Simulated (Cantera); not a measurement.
Input: 1 mol H₂O, 0.45 mol SO₂, 3.2 mol H₂, equilibrated at 2623.15 K and 10000 Pa.

Equilibrium computed with Cantera from the NASA thermochemical tables; the gas is ideal and each condensed phase is pure. Candidate condensed phases: H₂O, H₂SO₄, S; 19 gas species. Equilibrium is a limit: real reactors are often held back by kinetics, nucleation or transport.

Task: What is the equilibrium state?

Result: 
```json
{
 "x(H₂)": "0.504",
 "x(H₂O)": "0.298",
 "x(H)": "0.0946",
 "x(SO)": "0.0361",
 "x(SO₂)": "0.0204",
 "x(S)": "0.0153",
 "x(OH)": "0.0132",
 "x(SH)": "0.00978",
 "x(S₂)": "0.00454",
 "gas_amount": "4.868 mol",
 "log10 activity of S(l) (absent)": "-3.47"
}
```
